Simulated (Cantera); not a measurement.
## Abatement and gas-phase synthesis: SO2 + H2O + N2

Feed: 1 mol SO2, 5 mol H2O, 0.4 mol N2, at 500 °C and 750 Torr.

Cantera equilibrium calculation (NASA polynomials, part measured and part estimated; ideal gas, pure solids and liquids). Candidate condensed phases: H2O, H2SO4, S; 35 gas species. Rates play no part.

* **x(H2O)**: 0.781
* **x(SO2)**: 0.156
* **x(N2)**: 0.0625
* **gas amount**: 6.400 mol
* **log10 activity of S(l) (absent)**: -6.04
* **log10 activity of H2SO4(l) (absent)**: -8.53
